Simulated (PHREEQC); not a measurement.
A solution holds 0.0102 mol/kgw NaBF4, at 25 °C. Closed to the air; pH follows from the charge balance.

Computed with PHREEQC (ion-association model, phreeqc.dat).

```
Item                       Value
----------------  --------------
pH                          2.94
ionic strength    0.0114 mol/kgw
total alkalinity    -30.6 meq/kg
```

```tsv
species	molality	activity	log γ
Na+	0.0102	0.00915	-0.047
BF4-	0.00792	0.00710	-0.048
HF	0.00366	0.00367	0.001
F-	0.00240	0.00214	-0.049
H+	0.00126	0.00114	-0.041
H3BO3	0.00119	0.00119	0.001
BF3OH-	0.000795	0.000713	-0.048
BF2(OH)2-	0.000296	0.000266	-0.048
HF2-	3.36e-5	3.01e-5	-0.048
NaF	1.13e-5	1.13e-5	0.001
BF(OH)3-	1.13e-6	1.01e-6	-0.048
```

No solid was allowed to form. Complexes and solids missing from the database can't appear. Real BF4- forms and hydrolyses slowly; the run takes it at equilibrium.
